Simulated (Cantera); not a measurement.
An adiabatic, constant-pressure homogeneous reactor starts with CH3OH : O2 : N2 = 1 : 2.42 : 9.1 (molar parts), equivalence ratio 0.62, at 1050 K and 19.0 bar. Integrator tolerance rtol = 1e-08.

Computed with Cantera and GRI-Mech 3.0 (53 species, 325 reactions). GRI-Mech 3.0 was tuned for natural gas; its chemistry of methanol as a main component is partial and can be far from experiment. The pressure lies above the range GRI-Mech 3.0 was tuned for (to about 10 atm).

| quantity | before | after |
|---|---|---|
| time of steepest temperature rise | 19.4 ms | 0.115 s |
| temperature at 3.00 s | 2324 K | 2266 K |
| equilibrium temperature | 2324 K | 2266 K |
| x(CH3OH) at 3.00 s | <1e-12 (gas-phase equilibrium <1e-12) | <1e-12 (gas-phase equilibrium <1e-12) |
| x(O2) at 3.00 s | 0.0657 (gas-phase equilibrium 0.0657) | 0.0663 (gas-phase equilibrium 0.0663) |
| x(OH) at 3.00 s | 0.00354 (gas-phase equilibrium 0.00354) | 0.00286 (gas-phase equilibrium 0.00286) |
| x(CO2) at 3.00 s | 0.0758 (gas-phase equilibrium 0.0758) | 0.0761 (gas-phase equilibrium 0.0761) |
| x(NO) at 3.00 s | 0.00869 (gas-phase equilibrium 0.00869) | 0.00773 (gas-phase equilibrium 0.00773) |
| x(H2) at 3.00 s | 0.000324 (gas-phase equilibrium 0.000324) | 0.000232 (gas-phase equilibrium 0.000232) |

### Question
Which change was made?
A. initial temperature 1050 to 975 K
B. pressure from 19.0 bar to 2.10 bar
C. pressure from 19.0 bar to 1.10 bar
D. O2 2.42 to 1.8 parts

### Answer
A, initial temperature 1050 to 975 K
